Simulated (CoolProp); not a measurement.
Vapour pressure (bar) of octamethyltrisiloxane (MDM): the reference equation beside estimates from Tc = 292.2 °C, pc = 14.38 bar, ω = 0.528. Clausius-Clapeyron is anchored at 96.95 °C with a constant enthalpy of vaporisation of 41.65 kJ/mol.

The numbers come from the reference Helmholtz-energy equation of state, Thol 2017 in CoolProp.

| T (°C) | reference | Lee-Kesler | Clausius-Clapeyron | van der Waals | Redlich-Kwong | Soave-Redlich-Kwong | Peng-Robinson |
|---|---|---|---|---|---|---|---|
| 84.65 | 0.1102 | 0.1101 | 0.1119 | 1.688 | 0.5045 | 0.1102 | 0.1145 |
| 96.95 | 0.1782 | 0.1774 | 0.1782 | 2.029 | 0.6951 | 0.1774 | 0.1825 |
| 109.25 | 0.2771 | 0.2751 | 0.2754 | 2.413 | 0.9345 | 0.2750 | 0.2805 |
| 121.45 | 0.4145 | 0.4110 | 0.4130 | 2.839 | 1.226 | 0.4109 | 0.4161 |
| 133.75 | 0.6031 | 0.5975 | 0.6062 | 3.315 | 1.582 | 0.5978 | 0.6018 |
| 146.05 | 0.8536 | 0.8453 | 0.8699 | 3.841 | 2.006 | 0.8469 | 0.8483 |
| 158.35 | 1.178 | 1.167 | 1.223 | 4.417 | 2.505 | 1.171 | 1.169 |
| 170.55 | 1.588 | 1.572 | 1.683 | 5.040 | 3.080 | 1.582 | 1.573 |

Absolute difference from the reference over all 8 rows, mean and median: Lee-Kesler 0.7 and 0.9 %, Clausius-Clapeyron 1.8 and 1.1 %, van der Waals 639.8 and 517.3 %, Redlich-Kwong 198.1 and 179.0 %, Soave-Redlich-Kwong 0.6 and 0.7 %, Peng-Robinson 1.3 and 0.9 %.
